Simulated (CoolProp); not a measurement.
A single-stage vapour-compression cycle with the fluid: evaporating at 266.15 K (dew point), condensing at 290.15 K (bubble point), superheat 0 K, subcooling 8 K, compressor efficiency 0.85, no pressure losses. The same conditions are run with several fluids, on thermodynamics alone (safety and materials aside).

Values from CoolProp's reference Helmholtz-energy equation of state of each fluid (cis-2-butene: Lemmon 2005; R113: Marx 1992; carbon dioxide: Span 1996; R125: Lemmon 2005; R1233zd(E): Akasaka 2022; n-pentane: Thol 2019).

```
fluid           cooling COP  pressure ratio  discharge temperature (K)  refrigerating effect (kJ/kg)  volumetric capacity (kJ/m³)
--------------  -----------  --------------  -------------------------  ----------------------------  ---------------------------
cis-2-butene            ___            2.48                      299.4                           390                          673
R113                    ___             ___                      292.3                           146                          132
carbon dioxide         7.47            1.85                      313.4                           213                        16700
R125                   8.65            2.08                      293.1                           118                         3960
R1233zd(E)             9.16            2.75                      295.4                           ___                          399
n-pentane              9.16            2.86                      291.7                           354                          206
```

### Question
Some entries are withheld; supply them.

### Answer

- cis-2-butene, cooling COP: 9.15
- R113, cooling COP: 9.17
- R113, pressure ratio: 3.06
- R1233zd(E), refrigerating effect (kJ/kg): 188
